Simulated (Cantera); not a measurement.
Thermodynamics of silicon oxide and oxynitride deposition, feed HMDSO + CO₂ + H₂ + H₂O

A closed system holds: 1 mol HMDSO, 3.4 mol CO₂, 14 mol H₂, 1.1 mol H₂O, equilibrated at 0.133 bar.

Cantera equilibrium calculation (NASA polynomials, part measured and part estimated; ideal gas, pure solids and liquids). Candidate condensed phases: C, C₆H₆, C₇H₈, C₈H₁₈, H₂O, Si, SiC, SiO₂; 123 gas species. The feed counts by its element totals alone. Mutual solubility and eutectic melting of coexisting phases are not modelled. The tables hold silica as quartz up to 1696 K and as liquid above; real silica turns to tridymite and cristobalite and melts near 1996 K. Kinetics and transport are ignored.

From 1077 °C to 1177 °C the condensed part is C(graphite) + SiO₂(β-quartz). At 1227 °C the condensed part is C(graphite) + SiC(s) + SiO₂(β-quartz). From 1277 °C to 1377 °C the condensed part is SiC(s) + SiO₂(β-quartz). From 1427 °C to 1527 °C the condensed part is SiC(s). The main Si-bearing gas is SiO throughout.

```csv
T (°C),x H₂,x CO,x SiO,x H,x CH₄,x H₂O,n C(graphite),n SiO₂(β-quartz),n SiC(s)
1077,0.830,0.169,7.91e-7,5.95e-6,0.000530,0.000107,4.49,2.00,0
1127,0.831,0.169,6.87e-6,1.21e-5,0.000397,6.97e-5,4.49,2.00,0
1177,0.831,0.169,5.12e-5,2.36e-5,0.000304,4.67e-5,4.49,2.00,0
1227,0.830,0.169,0.000332,4.39e-5,0.000236,3.22e-5,4.48,1.99,0.00117
1277,0.752,0.247,0.00100,7.48e-5,0.000118,3.90e-5,0,0.480,1.49
1327,0.750,0.247,0.00318,0.000129,5.81e-5,4.54e-5,0,0.432,1.47
1377,0.743,0.247,0.00936,0.000215,2.96e-5,5.21e-5,0,0.298,1.40
1427,0.730,0.247,0.0227,0.000345,1.64e-5,5.50e-5,0,0,1.25
1477,0.730,0.247,0.0227,0.000544,1.48e-5,3.87e-5,0,0,1.25
1527,0.730,0.247,0.0227,0.000838,1.34e-5,2.79e-5,0,0,1.25
```
x: gas mole fraction; n: condensed amount in mol.
